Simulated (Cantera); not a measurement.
Charge: 1 mol SiC, a varied amount of Si, 1.5 mol H₂, equilibrated at 1875 °C and 10.0 Torr.

Equilibrium computed with Cantera from the NASA thermochemical tables; the gas is ideal and each condensed phase is pure. Candidate condensed phases: C, C₆H₆, C₇H₈, C₈H₁₈, Si, SiC; 87 gas species. Gases not in the tables: Si₂H₆ and higher silanes. Equilibrium is a limit: real reactors are often held back by kinetics, nucleation or transport.

Question: At 0.02 mol Si, list the 6 most abundant gas species with their mole fractions, and the condensed phases.

Answer: H₂ 0.952, H 0.0352, Si 0.0114, SiH 0.000630, Si₂C 0.000557, SiH₂ 0.000153. Condensed: SiC(s).
